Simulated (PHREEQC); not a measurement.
PHREEQC input (ion-association model, phreeqc.dat):

```
SOLUTION_SPECIES
  CO3-2 + 10 H+ + 8 e- = CH4 + 3 H2O  # shut off: no methane
    -log_k -100
    -delta_h 0
    -analytic -100
SOLUTION 1
  temp 25
  units mol/kgw
  pH 7 charge
  C(4) 0.018
  Na 0.036
END
SELECTED_OUTPUT 1
  -reset false
  -pH true
  -pe true
  -ionic_strength true
  -water true
  -totals C Na C(-4) C(4) Mtg
  -molalities H+ Na+ CO3-2 OH- HCO3- CO2 (CO2)2 NaOH NaCO3- NaHCO3
USER_PUNCH 1
  -headings p_CO2(g) phi_CO2(g) p_Mtg(g) phi_Mtg(g) p_H2O(g) phi_H2O(g) density
  10 PUNCH PR_P("CO2(g)"), PR_PHI("CO2(g)"), PR_P("Mtg(g)"), PR_PHI("Mtg(g)"), PR_P("H2O(g)"), PR_PHI("H2O(g)"), RHO
PRINT
  -reset false
USE solution 1
REACTION_TEMPERATURE 1
  25
GAS_PHASE 1
  -fixed_pressure
  -pressure 1
  -temperature 25
  -volume 20
  CO2(g) 0.58
  Mtg(g) 0.42
  H2O(g) 0
END
# ... the last block is repeated for the other 9 points of P (atm)
```

Selected output (columns that matter, 10 of 10 rows; P (atm) added in front):

```
P (atm)	pH	mu	C	Na	Mtg	m_H+	m_Na+	p_CO2(g)	phi_CO2(g)	p_Mtg(g)	phi_Mtg(g)	p_H2O(g)	phi_H2O(g)	density
1	6.5662	0.035532	0.054264	0.036027	0.00066399	3.1302e-07	0.035521	0.54335	0.9945	0.42505	0.99803	0.031604	0.99258	0.99939
2	6.2572	0.035528	0.073203	0.036027	0.0013301	6.3753e-07	0.035522	1.1138	0.98909	0.85431	0.99597	0.031839	0.98565	0.9996
3	6.0803	0.035527	0.091911	0.036028	0.0019913	9.5822e-07	0.035523	1.6846	0.9837	1.2834	0.99392	0.032077	0.97874	0.99981
5	5.8608	0.035526	0.12864	0.036028	0.0032995	1.5882e-06	0.035523	2.8266	0.97297	2.1408	0.98985	0.032561	0.96499	1.0002
7.5	5.6898	0.035526	0.17329	0.036029	0.0049085	2.3544e-06	0.035522	4.2553	0.95965	3.2116	0.98484	0.033183	0.94792	1.0007
10	5.5707	0.035526	0.21653	0.036029	0.006489	3.0974e-06	0.035522	5.6851	0.94643	4.2811	0.97991	0.033823	0.93098	1.0012
15	5.407	0.035526	0.29887	0.03603	0.0095675	4.5153e-06	0.035521	8.548	0.9203	6.4168	0.97029	0.035164	0.8975	1.0022
20	5.2949	0.035526	0.37577	0.036032	0.012541	5.8446e-06	0.03552	11.415	0.89457	8.5481	0.96101	0.036591	0.86451	1.0031
30	5.1453	0.035527	0.51366	0.036034	0.018193	8.2477e-06	0.035518	17.162	0.84426	12.798	0.94352	0.039738	0.79998	1.0047
40	5.0477	0.035527	0.63113	0.036038	0.023494	1.0326e-05	0.035517	22.923	0.79539	17.034	0.92761	0.043346	0.73728	1.0062
```
